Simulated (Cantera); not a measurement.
What does this Cantera script print?

```python
import numpy as np
import cantera as ct

gas = ct.Solution("gri30.yaml")
gas.TPX = 1850, 35000, {'CH4': 1, 'CO2': 0.35, 'H2': 0.86}
inlet = ct.Reservoir(gas, clone=True)

reactor = ct.IdealGasConstPressureReactor(gas, energy="off", clone=False)
exhaust = ct.Reservoir(gas, clone=True)
tau = [1.4, 0.6, 0.27, 0.12, 0.052, 0.023, 0.01, 0.0046][0]
for a, b in ((inlet, reactor), (reactor, exhaust)):
    ct.MassFlowController(a, b, mdot=lambda t: reactor.mass / tau)
net = ct.ReactorNet([reactor])
show = ['CH4', 'CO2', 'H2', 'CH2CO', 'H2O', 'C2H4']

rows = []
print(f"{'tau/s':>10s}{'T/K':>9s}" + "".join(f"{s:>11s}" for s in show))
for tau in [1.4, 0.6, 0.27, 0.12, 0.052, 0.023, 0.01, 0.0046]:
    net.initial_time = 0.0
    net.advance(30 * tau)
    before = gas.X
    net.advance(40 * tau)
    drift = np.max(np.abs(gas.X - before) / (gas.X + 1e-9))
    rows.append([gas.T, *gas[show].X, drift])
    print(f"{tau:10.3e}{gas.T:9.1f}" + "".join(f"{x:11.3e}" for x in gas[show].X))
```

Output:

```
     tau/s      T/K        CH4        CO2         H2      CH2CO        H2O       C2H4
 1.400e+00   1850.0  1.210e-02  1.273e-03  6.903e-01  4.701e-06  1.467e-02  4.006e-04
 6.000e-01   1850.0  1.787e-02  2.454e-03  6.760e-01  8.970e-06  2.728e-02  4.380e-04
 2.700e-01   1850.0  2.584e-02  4.264e-03  6.572e-01  1.515e-05  4.357e-02  5.005e-04
 1.200e-01   1850.0  3.777e-02  7.297e-03  6.341e-01  2.288e-05  6.160e-02  6.102e-04
 5.200e-02   1850.0  5.648e-02  1.317e-02  6.088e-01  2.975e-05  7.616e-02  8.232e-04
 2.300e-02   1850.0  8.457e-02  2.471e-02  5.854e-01  3.189e-05  8.038e-02  1.248e-03
 1.000e-02   1850.0  1.276e-01  4.636e-02  5.629e-01  2.750e-05  7.071e-02  2.137e-03
 4.600e-03   1850.0  1.831e-01  7.520e-02  5.397e-01  1.909e-05  5.126e-02  3.640e-03
```

Model: GRI-Mech 3.0 (53 species, 325 reactions), integrated in Cantera. GRI-Mech 3.0 stops at C3 and has no aromatics, soot or wall deposition, so with more carbon than oxygen in the feed, carbon stays in small species such as C2H2 where larger ones or solid carbon would form.
